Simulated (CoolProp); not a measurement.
Model: reference Helmholtz-energy equation of state, Beckmüller 2019, in CoolProp.

### Question
For n-octane, give the phase and the cp (kJ/(kg K)), cv (kJ/(kg K)), conductivity (mW/(m K)) at 320.2 K and 0.0238 MPa; 340.2 K and 0.0109 MPa.

### Answer
- 320.2 K and 0.0238 MPa: liquid; cp 2.31, cv 1.86, conductivity 118
- 340.2 K and 0.0109 MPa: gas; cp 1.85, cv 1.77, conductivity 14.3

Thermal conductivity comes from a separate model (Huber 2005).
